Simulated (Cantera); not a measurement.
What does this Cantera script print?

```python
import numpy as np
import cantera as ct

gas_names = """
    AL ALH ALO ALOH ALO2 ALO2H AL2 AL2O AL2O2 H HALO HO2 H2 H2O H2O2 O OH O2 O3
""".split()
cond_names = """
    AL(cr) AL(L) AL2O3(a) AL2O3(L) H2O(s) H2O(L)
""".split()


# ... load() reads the species with a 1 bar reference pressure and builds the phases ...
atoms = {
    'Al2O3': {'AL': 2, 'O': 3},
    'H2': {'H': 2},
    'H2O': {'H': 2, 'O': 1},
}
top_T = {}  # K; cautious upper limits of use, not melting points


# ... equilibrate(T, P, feed) seeds the gas with the atoms and calls Mixture.equilibrate('TP', solver="vcs", rtol=1e-11, max_steps=5000) ...
results = []
T = 2148.15  # K
P = 1333.22  # Pa
for m in [0.038, 0.06, 0.094, 0.15, 0.23, 0.36, 0.57]:
    feed = {'Al2O3': 1, 'H2': 1.4, 'H2O': m}  # mol
    mix = equilibrate(T, P, feed)
    results.append((T, P, feed, dict(zip(mix.species_names, mix.species_moles))))

top = {s: max(r[3][s] / sum(r[3][g] for g in gas_names) for r in results) for s in gas_names}
cols = sorted((s for s in top if top[s] > 0.0001), key=lambda s: -top[s])[:9]
seen = [c for c in cond_names if any(r[3].get(c, 0) > 1e-12 for r in results)]
print("log10 of partial pressures in bar; condensed amounts in mol")
print(f"{'n(H2O)':>10s}" + "".join(f"{s[:9]:>10s}" for s in cols + seen))
for T, P, feed, n in results:
    ng = sum(n[g] for g in gas_names)
    print(f"{feed['H2O']:10.4g}" + "".join(f"{np.log10(max(n[s] / ng * P / 1e5, 1e-99)):10.3f}" for s in cols)
          + "".join(f"{n.get(c, 0):10.4g}" for c in seen))
```

Output:

```
log10 of partial pressures in bar; condensed amounts in mol
    n(H2O)        H2       H2O         H        OH  AL2O3(a)
     0.038    -1.902    -3.462    -3.331    -5.781         1
      0.06    -1.909    -3.271    -3.334    -5.586         1
     0.094    -1.919    -3.086    -3.339    -5.396         1
      0.15    -1.935    -2.899    -3.347    -5.201         1
      0.23    -1.957    -2.735    -3.358    -5.027         1
      0.36    -1.990    -2.574    -3.375    -4.849         1
      0.57    -2.039    -2.423    -3.399    -4.673         1
```

Equilibrium computed with Cantera from the NASA thermochemical tables; the gas is ideal and each condensed phase is pure. The tables' values for AlOH are old estimates; treat these amounts as uncertain.
